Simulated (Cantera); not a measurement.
**Pyrogenic steam for wet oxidation**

An isothermal, constant-pressure homogeneous reactor starts with 6.71 % H₂, 9.72 % O₂, 83.6 % N₂, equivalence ratio 0.34, at 1200 K and 0.480 bar.

Model: the H2/O2 subset of GRI-Mech 3.0, which has no nitrogen chemistry, integrated in Cantera. The temperature is held fixed by assumption; the heat of reaction is taken as removed at once.

| t (s) | x H₂ | x O₂ | x H | x H₂O₂ | x HO₂ |
|---|---|---|---|---|---|
| 9.00e-6 | 0.0671 | 0.0972 | 2.13e-9 | 1.74e-12 | 2.02e-9 |
| 3.00e-5 | 0.0671 | 0.0972 | 2.14e-8 | 2.10e-11 | 8.21e-9 |
| 9.97e-5 | 0.0670 | 0.0972 | 1.16e-5 | 2.74e-9 | 1.15e-6 |
| 0.000332 | 0.00356 | 0.0662 | 0.00669 | 2.11e-6 | 1.92e-5 |
| 0.00110 | 0.000237 | 0.0658 | 6.48e-5 | 1.00e-6 | 8.65e-6 |
| 0.00368 | 1.79e-5 | 0.0658 | 1.33e-6 | 2.19e-7 | 1.38e-6 |
| 0.0122 | 1.68e-6 | 0.0659 | 6.46e-8 | 4.76e-8 | 2.09e-7 |
| 0.0407 | 2.54e-7 | 0.0659 | 5.80e-9 | 1.18e-8 | 4.30e-8 |
| 0.136 | 5.78e-8 | 0.0659 | 7.43e-10 | 3.29e-9 | 1.16e-8 |
| 0.451 | 1.62e-8 | 0.0659 | 1.19e-10 | 1.01e-9 | 4.76e-9 |
| 1.50 | 6.42e-9 | 0.0659 | 2.99e-11 | 3.94e-10 | 3.82e-9 |
| 5.00 | 5.01e-9 | 0.0659 | 2.04e-11 | 2.97e-10 | 3.89e-9 |
x: mole fraction; the columns are a selection and need not sum to one.

Equilibrium at this temperature and pressure: H₂ 4.99e-9, O₂ 0.0659, H 2.03e-11, H₂O₂ 2.96e-10, HO₂ 3.90e-9 (gas phase only).
